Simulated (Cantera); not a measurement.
Feed: 1 mol Ta(OEt)5, 8.3 mol CO2, at 1752 °C and 100000 Pa.

Cantera equilibrium calculation (NASA polynomials, part measured and part estimated; ideal gas, pure solids and liquids). Candidate condensed phases: C, C6H6, C7H8, C8H18, H2O, Ta, TaC, Ta2O5; 113 gas species. The feed counts by its element totals alone. Kinetics and transport are ignored.

Base state: CO 0.587, H2 0.385, H2O 0.0196, CO2 0.00638, H 0.00119 (mole fractions); condensed: Ta2O5(s).

**Question.** What changes in the equilibrium state with this change: temperature from 1752 °C to 1227 °C?

**Answer.** 
```tsv
species	before	after
CO	0.587	0.585
H2	0.385	0.389
H2O	0.0196	0.0164
CO2	0.00638	0.00954
H	0.00119	1.10e-5
Ta2O5(s), mol	0.500	0.500
```

**Question.** What changes in the equilibrium state with this change: temperature from 1752 °C to 1050 °C?

**Answer.** 
| species | before | after |
|---|---|---|
| CO | 0.587 | 0.583 |
| H2 | 0.385 | 0.391 |
| H2O | 0.0196 | 0.0145 |
| CO2 | 0.00638 | 0.0116 |
| CH4 | 7.26e-8 | 0.000120 |
| H | 0.00119 | 9.94e-7 |
| Ta2O5(s), mol | 0.500 | 0.500 |

**Question.** What changes in the equilibrium state with this change: temperature from 1752 °C to 1300 °C?

**Answer.** 
| species | before | after |
|---|---|---|
| CO | 0.587 | 0.585 |
| H2 | 0.385 | 0.389 |
| H2O | 0.0196 | 0.0171 |
| CO2 | 0.00638 | 0.00889 |
| H | 0.00119 | 2.54e-5 |
| Ta2O5(s), mol | 0.500 | 0.500 |
